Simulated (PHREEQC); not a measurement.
Solution (26 °C): 1.8 mol NaBr, 0.27 mol K2SO4 and 2.1 mol NaCl per kg of water. Closed to the air; pH follows from the charge balance.

All values are PHREEQC results (Pitzer model, pitzer.dat), not measurements.

Precipitation was switched off in this run.

**Question.** Predict the activity of water.

**Answer.** activity of water 0.843.
